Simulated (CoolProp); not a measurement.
Vapour-liquid equilibrium of acetone (1) + n-hexane (2) at 165.05 °C; x and y are mole fractions of (1).

Model: multi-fluid Helmholtz-energy mixture model, Lemmon 2006 and Thol 2019; pair parameters Bell 2016, in CoolProp.

| x | bubble pressure (MPa) | y at the bubble point | dew pressure at overall composition x (MPa) | liquid density (mol/L) |
|---|---|---|---|---|
| 0.05 | 1.116 | 0.119 | 1.047 | 5.871 |
| 0.2 | 1.369 | 0.336 | 1.205 | 6.156 |
| 0.35 | 1.525 | 0.466 | 1.387 | 6.527 |
| 0.5 | 1.618 | 0.568 | 1.561 | 7.028 |
| 0.65 | 1.662 | 0.666 | 1.658 | 7.705 |
| 0.8 | 1.653 | 0.778 | 1.645 | 8.601 |
| 0.95 | 1.571 | 0.931 | 1.557 | 9.754 |

y crosses x between x = 0.65 and 0.8: the model has an azeotrope there.

The pair parameters rest on a limited set of measurements; away from them the model extrapolates.
